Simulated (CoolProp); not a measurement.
Vapour pressure (MPa) of n-hexane: the reference equation beside estimates from Tc = 507.8 K, pc = 3.044 MPa, ω = 0.300. Clausius-Clapeyron is anchored at 285 K with a constant enthalpy of vaporisation of 32.31 kJ/mol.

Computed with CoolProp (reference Helmholtz-energy equation of state, Thol 2019).

| T (K) | reference | Lee-Kesler | Clausius-Clapeyron | van der Waals | Redlich-Kwong | Soave-Redlich-Kwong | Peng-Robinson |
|---|---|---|---|---|---|---|---|
| 281.6 | 0.009343 | 0.008959 | 0.009363 | 0.1652 | 0.02590 | 0.009121 | 0.009546 |
| 285 | 0.01104 | 0.01061 | 0.01104 | 0.1778 | 0.02980 | 0.01079 | 0.01125 |
| 288.4 | 0.01298 | 0.01251 | 0.01296 | 0.1911 | 0.03416 | 0.01270 | 0.01320 |
| 291.8 | 0.01520 | 0.01468 | 0.01517 | 0.2051 | 0.03900 | 0.01488 | 0.01542 |
| 295.2 | 0.01771 | 0.01715 | 0.01768 | 0.2197 | 0.04435 | 0.01736 | 0.01793 |
| 298.6 | 0.02056 | 0.01995 | 0.02054 | 0.2351 | 0.05026 | 0.02018 | 0.02078 |
| 302 | 0.02377 | 0.02312 | 0.02378 | 0.2512 | 0.05675 | 0.02335 | 0.02398 |
| 305.3 | 0.02727 | 0.02658 | 0.02733 | 0.2675 | 0.06365 | 0.02682 | 0.02747 |
| 308.7 | 0.03129 | 0.03057 | 0.03145 | 0.2850 | 0.07141 | 0.03081 | 0.03147 |

Absolute difference from the reference over all 9 rows, mean and median: Lee-Kesler 3.2 and 3.2 %, Clausius-Clapeyron 0.2 and 0.2 %, van der Waals 1181.4 and 1140.5 %, Redlich-Kwong 151.3 and 150.4 %, Soave-Redlich-Kwong 2.0 and 2.0 %, Peng-Robinson 1.3 and 1.2 %.
